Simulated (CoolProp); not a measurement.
Vapour-liquid equilibrium of R22 (1) + R152A (2) at 0.0825 MPa; x and y are mole fractions of (1).

Values from CoolProp's multi-fluid Helmholtz-energy mixture model, Kamei 1995 and Outcalt 1996; pair parameters Bell 2016.

```
x      bubble temperature, mixture model (°C)  bubble temperature, Raoult's law (°C)  y, mixture model  y, Raoult's law
-----  --------------------------------------  -------------------------------------  ----------------  ---------------
0.05                                    -29.4                                  -29.7             0.086            0.100
0.125                                   -30.7                                  -31.4             0.207            0.234
0.2                                     -32.0                                  -33.0             0.318            0.350
0.275                                   -33.3                                  -34.4             0.420            0.451
0.35                                    -34.6                                  -35.8             0.514            0.540
0.425                                   -35.9                                  -37.1             0.599            0.619
0.5                                     -37.2                                  -38.3             0.676            0.688
0.575                                   -38.4                                  -39.5             0.746            0.750
0.65                                    -39.7                                  -40.6             0.807            0.806
0.725                                   -40.9                                  -41.7             0.861            0.856
0.8                                     -42.1                                  -42.7             0.908            0.900
0.875                                   -43.3                                  -43.6             0.948            0.941
0.95                                    -44.4                                  -44.5             0.981            0.977
```

The largest gap from Raoult's law is +1.2 K in bubble temperature, at x = 0.425. No azeotrope shows between x = 0.05 and 0.95.

The pair parameters rest on a limited set of measurements; away from them the model extrapolates.
